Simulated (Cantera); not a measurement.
**Thermal oxidation and active oxidation of silicon: Si + O2 + N2**

A closed system holds: 1 mol Si, 0.0037 mol O2, 15 mol N2, held at 1825 K and 4.90 mbar.

These are equilibrium values from Cantera (NASA tables, ideal gas, pure condensed phases), not measurements of a reactor. Candidate condensed phases: Si, SiO2, Si2N2O, Si3N4; 16 gas species. The tables' values for SiN are old estimates; treat these amounts as uncertain. Kinetics and transport are ignored.

```yaml
x(N2): 0.999
x(Si): 0.000928
x(SiO): 0.000493
x(Si2N): 4.18e-5
x(SiN): 2.67e-5
x(Si2): 6.04e-6
x(Si3): 1.42e-6
n(Si(l)): 0.977 mol
gas_amount: 15.02 mol
```
